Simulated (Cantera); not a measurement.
Input: 1 mol SiC, 0.082 mol N2O, 2 mol N2, held at 0.0460 bar.

Cantera equilibrium calculation (NASA polynomials, part measured and part estimated; ideal gas, pure solids and liquids). Candidate condensed phases: C, Si, SiC, SiO2, Si2N2O, Si3N4; 34 gas species. Mutual solubility and eutectic melting of coexisting phases are not modelled. Kinetics and transport are ignored. All values below are at 1375 °C.

Base state: N2 0.974, CO 0.0258, SiO 0.000316 (mole fractions); condensed: SiC(s) + Si2N2O(s).

Task: What changes in the equilibrium state with this change: N2O from 0.082 to 0.026 mol?

Result: 
```csv
species,before,after
N2,0.974,0.991
CO,0.0258,0.00844
SiO,0.000316,0.000215
"SiC(s), mol",0.946,0.983
"Si2N2O(s), mol",0.0269,0.00837
```
